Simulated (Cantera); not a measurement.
Feed: 1 mol Pb, a varied amount of CO, 210 mol N2, equilibrated at 1273.15 K and 1 atm.

Equilibrium computed with Cantera from the NASA thermochemical tables; the gas is ideal and each condensed phase is pure. Candidate condensed phases: C, Pb, PbO, PbO2, Pb3O4; 27 gas species. Equilibrium is a limit: real reactors are often held back by kinetics, nucleation or transport.

### Question
What share of the Pb ends up in condensed phases as a function of n(CO) (mol), at 1.1, 4, 7, 10, 13, 16, 19, 22, 25, 28?

### Answer
```
n(CO) (mol)  Pb condensed (%)     as
-----------  ----------------  -----
1.1                      61.6  Pb(l)
4                        61.1  Pb(l)
7                        60.5  Pb(l)
10                       60.0  Pb(l)
13                       59.4  Pb(l)
16                       58.9  Pb(l)
19                       58.3  Pb(l)
22                       57.8  Pb(l)
25                       57.3  Pb(l)
28                       56.7  Pb(l)
```
